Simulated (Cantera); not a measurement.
A closed system holds: 1 mol Ti, 0.52 mol CH4, held at 1477 °C and 1000 Pa.

Method: chemical equilibrium by Gibbs-energy minimisation in Cantera with the NASA 1993 tables (ideal gas, pure condensed phases). Candidate condensed phases: C, C6H6, C7H8, C8H18, Ti, TiC; 77 gas species. Mutual solubility and eutectic melting of coexisting phases are not modelled. TiC: taken at fixed stoichiometry. Condensed phases not in the tables: N, O or C dissolved in the metal. Equilibrium is a limit: real reactors are often held back by kinetics, nucleation or transport.

Base state: H2 0.998, H 0.00232, Ti 2.05e-5 (mole fractions); condensed: Ti(β) + TiC(s).

What changes in the equilibrium state with this change: pressure from 1000 Pa to 3800 Pa?


```
species       before    after
-----------  -------  -------
H2             0.998    0.999
H            0.00232  0.00119
Ti           2.05e-5  5.39e-6
Ti(β), mol     0.480    0.480
TiC(s), mol    0.520    0.520
```
